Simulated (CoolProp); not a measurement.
Vapour pressure (MPa) of n-butane: the reference equation beside estimates from Tc = 425.1 K, pc = 3.796 MPa, ω = 0.201. Clausius-Clapeyron is anchored at 326.2 K with a constant enthalpy of vaporisation of 19.19 kJ/mol.

The numbers come from the reference Helmholtz-energy equation of state, Bücker 2006 in CoolProp.

| T (K) | reference | Lee-Kesler | Clausius-Clapeyron | van der Waals | Redlich-Kwong | Soave-Redlich-Kwong | Peng-Robinson |
|---|---|---|---|---|---|---|---|
| 315.8 | 0.4073 | 0.4092 | 0.4249 | 1.023 | 0.5375 | 0.4095 | 0.4061 |
| 326.2 | 0.5364 | 0.5397 | 0.5364 | 1.196 | 0.6885 | 0.5410 | 0.5354 |
| 336.7 | 0.6955 | 0.7001 | 0.6688 | 1.389 | 0.8688 | 0.7033 | 0.6951 |
| 347.2 | 0.8871 | 0.8929 | 0.8228 | 1.600 | 1.079 | 0.8991 | 0.8881 |
| 357.6 | 1.113 | 1.120 | 0.9982 | 1.828 | 1.320 | 1.130 | 1.116 |
| 368.1 | 1.381 | 1.388 | 1.200 | 2.078 | 1.597 | 1.404 | 1.387 |
| 378.5 | 1.691 | 1.699 | 1.426 | 2.345 | 1.908 | 1.721 | 1.702 |
| 389 | 2.054 | 2.062 | 1.681 | 2.635 | 2.261 | 2.089 | 2.070 |
| 399.4 | 2.470 | 2.478 | 1.961 | 2.943 | 2.650 | 2.508 | 2.489 |
| 409.9 | 2.953 | 2.962 | 2.274 | 3.275 | 3.086 | 2.988 | 2.974 |

Absolute difference from the reference over all 10 rows, mean and median: Lee-Kesler 0.5 and 0.5 %, Clausius-Clapeyron 11.6 and 11.7 %, van der Waals 66.6 and 57.4 %, Redlich-Kwong 17.6 and 17.1 %, Soave-Redlich-Kwong 1.3 and 1.4 %, Peng-Robinson 0.4 and 0.4 %.
